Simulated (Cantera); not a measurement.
Charge: 1 mol SiCl₄, 1.4 mol HCl, 12 mol H₂, held at 1025 °C and 0.133 bar.

Method: chemical equilibrium by Gibbs-energy minimisation in Cantera with the NASA 1993 tables (ideal gas, pure condensed phases). Candidate condensed phases: Si; 19 gas species. The tables' values for SiCl₃ are old estimates; treat these amounts as uncertain. Kinetics and transport are ignored.

Base state: H₂ 0.790, HCl 0.142, SiCl₄ 0.0359, SiCl₂ 0.0139, SiCl₃ 0.00912, SiHCl₃ 0.00901, SiH₂Cl₂ 0.000319 (mole fractions); condensed: gas only.

### Question
What changes in the equilibrium state with this change: SiCl₄ replaced by Si?

### Answer
```
species       before     after
----------  --------  --------
H₂             0.790     0.925
HCl            0.142    0.0574
SiCl₂         0.0139   0.00950
SiCl₄         0.0359   0.00344
SiCl₃        0.00912   0.00234
SiHCl₃       0.00901   0.00250
SiH₂Cl₂     0.000319  0.000256
Si(s), mol         0     0.760
```
